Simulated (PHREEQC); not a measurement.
## Nickel, zinc or cadmium bath (model solution)

Solution (25 °C): 0.16 mol/kgw ZnSO4, 0.0039 mol/kgw KCl and 0.0034 mol/kgw FeSO4. Closed to the air; pH follows from the charge balance.

All values are PHREEQC results (ion-association model, phreeqc.dat), not measurements.

```yaml
pH: 5.50
ionic_strength: 0.323 mol/kgw
density: 1.023 g/cm³
```

| species | molality | activity | log γ |
|---|---|---|---|
| Zn+2 | 0.0779 | 0.0196 | -0.600 |
| ZnSO4 | 0.0579 | 0.0624 | 0.032 |
| SO4-2 | 0.0558 | 0.0136 | -0.613 |
| Zn(SO4)2-2 | 0.0240 | 0.00690 | -0.542 |
| Cl- | 0.00370 | 0.00252 | -0.167 |
| K+ | 0.00358 | 0.00242 | -0.171 |
| Fe+2 | 0.00208 | 0.000589 | -0.547 |
| FeSO4 | 0.00132 | 0.00143 | 0.032 |
| KSO4- | 0.000322 | 0.000231 | -0.144 |

Precipitation was switched off in this run. Complexes and solids missing from the database can't appear.
